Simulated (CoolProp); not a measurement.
Vapour-liquid equilibrium of diethyl ether (1) + benzene (2) at 319.5 K; x and y are mole fractions of (1).

Model: multi-fluid Helmholtz-energy mixture model, Thol 2014 and Thol 2012; pair parameters Bell 2016, in CoolProp.

| x | bubble pressure (bar) | y at the bubble point | dew pressure at overall composition x (bar) | liquid density (mol/L) |
|---|---|---|---|---|
| 0.05 | (withheld) | 0.198 | 0.3276 | 10.80 |
| 0.2 | 0.5495 | 0.535 | 0.3744 | 10.55 |
| 0.35 | 0.7255 | 0.710 | 0.4368 | 10.30 |
| 0.5 | 0.9034 | 0.819 | 0.5238 | (withheld) |
| 0.65 | (withheld) | 0.893 | 0.6534 | 9.805 |
| 0.8 | 1.268 | 0.947 | 0.8665 | 9.552 |
| 0.95 | 1.455 | 0.988 | 1.279 | 9.294 |

Q: What belongs in the gaps?

A: 
- 0.05, bubble pressure (bar): 0.3736
- 0.5, liquid density (mol/L): 10.05
- 0.65, bubble pressure (bar): 1.084

No azeotrope shows between x = 0.05 and 0.95.

Pair parameters are fitted to limited data, so mixtures are less certain than the pure fluids.
